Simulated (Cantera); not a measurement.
## Premixed flame

A freely propagating, adiabatic, planar premixed flame of CH4 : H2 : O2 : N2 = 1 : 0.5 : 1.61 : 6.04 (molar parts), equivalence ratio 1.4, unburnt at 500 K and 1950 Torr; unity-Lewis-number transport, grid criteria slope 0.08 and curve 0.16, no radiation.

Model: GRI-Mech 3.0 (53 species, 325 reactions), integrated in Cantera. Unity Lewis numbers drop preferential diffusion, which matters most where H2 and H carry the flame. Burning velocities carry a grid error of a few per cent, more on coarse grids.

```tsv
z (mm)	T (K)	u (m/s)	x CH4	x H2	x O2	x CH2CO	x CO2	x N2O
-0.969	501	0.325	0.109	0.0546	0.176	1.88e-7	1.54e-5	<1e-8
-0.646	510	0.331	0.109	0.0547	0.175	1.91e-6	0.000157	<1e-8
-0.484	542	0.351	0.107	0.0548	0.172	7.91e-6	0.000648	<1e-8
-0.323	698	0.454	0.0964	0.0553	0.157	3.82e-5	0.00313	<1e-8
-0.161	1197	0.788	0.0609	0.0573	0.104	0.000148	0.0117	2.88e-8
-0.0807	1594	1.06	0.0312	0.0595	0.0600	0.000229	0.0193	4.44e-8
0	1948	1.31	0.00712	0.0611	0.0193	0.000128	0.0275	4.49e-8
0.0807	2092	1.42	0.000932	0.0619	0.00375	2.25e-5	0.0331	3.05e-8
0.161	2128	1.44	0.000181	0.0637	0.000750	5.73e-6	0.0358	2.24e-8
0.323	2144	1.45	2.53e-5	0.0658	8.01e-5	1.04e-6	0.0375	1.53e-8
0.646	2153	1.46	3.87e-6	0.0667	1.87e-5	1.34e-7	0.0378	1.12e-8
1.29	2159	1.46	6.42e-7	0.0669	7.30e-6	1.33e-8	0.0378	<1e-8
2.58	2162	1.46	8.43e-8	0.0670	3.63e-6	<1e-8	0.0378	<1e-8
```
x: mole fraction of selected species; z is measured from the peak of heat release.

The laminar burning velocity comes out as 32.4 cm/s and the thermal thickness is 0.323 mm. The peak x(CH2CO) comes out as 0.000232. The grid points is 140.
